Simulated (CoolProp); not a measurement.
A closed Brayton cycle with dry air: compressor inlet 307.15 K and 4.4 MPa, high pressure 13.7 MPa, turbine inlet 985 K, compressor efficiency 0.8, turbine efficiency 0.85, recuperator effectiveness 0.8 (on enthalpy, no pinch check). Each further row changes one setting.

Values from CoolProp's reference Helmholtz-energy equation of state, Lemmon 2000. It is a pseudo-pure fit of the blend.

| case | thermal efficiency (%) | net work (kJ/kg) | compressor to turbine work | compressor exit (K) | turbine exit (K) |
|---|---|---|---|---|---|
| as stated | 29.3 | 92.5 | 0.62 | 455.1 | 772.9 |
| turbine inlet 935 K | 27.1 | 80.0 | 0.65 | 455.1 | 732.0 |
| compressor inlet 317.15 K | 27.9 | 87.2 | 0.64 | 469.6 | 772.9 |
| high pressure 11.6 MPa | 29.3 | 86.5 | 0.59 | 430.3 | 800.7 |
| recuperator effectiveness 0.5 | 22.1 | 92.5 | 0.62 | 455.1 | 772.9 |
